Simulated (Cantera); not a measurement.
A closed system holds: 1 mol Si, 1.2 mol NF3, equilibrated at 1075 K and 0.00130 bar.

These are equilibrium values from Cantera (NASA tables, ideal gas, pure condensed phases), not measurements of a reactor. Candidate condensed phases: Si, Si3N4; 16 gas species. The tables' values for SiF3 are old estimates; treat these amounts as uncertain. The numbers say what is thermodynamically allowed, not how fast it happens.

Base state: SiF4 0.627, N2 0.372, SiF3 0.000633 (mole fractions); condensed: Si3N4(s).

Q: What changes in the equilibrium state with this change: NF3 from 1.2 to 4.7 mol?

A: 
| species | before | after |
|---|---|---|
| F | <1e-9 | 0.729 |
| N2 | 0.372 | 0.178 |
| SiF4 | 0.627 | 0.0757 |
| F2 | <1e-9 | 0.0179 |
| SiF3 | 0.000633 | <1e-9 |
| Si3N4(s), mol | 0.0333 | 0 |

Q: What changes in the equilibrium state with this change: NF3 from 1.2 to 1.5 mol?

A: 
```tsv
species	before	after
SiF4	0.627	0.445
N2	0.372	0.334
F	<1e-9	0.219
F2	<1e-9	0.00163
SiF3	0.000633	<1e-9
Si3N4(s), mol	0.0333	0
```

Q: What changes in the equilibrium state with this change: NF3 from 1.2 to 0.73 mol?

A: 
```
species          before    after
-------------  --------  -------
SiF4              0.627    0.895
N2                0.372    0.104
SiF3           0.000633  0.00102
Si3N4(s), mol    0.0333    0.151
```
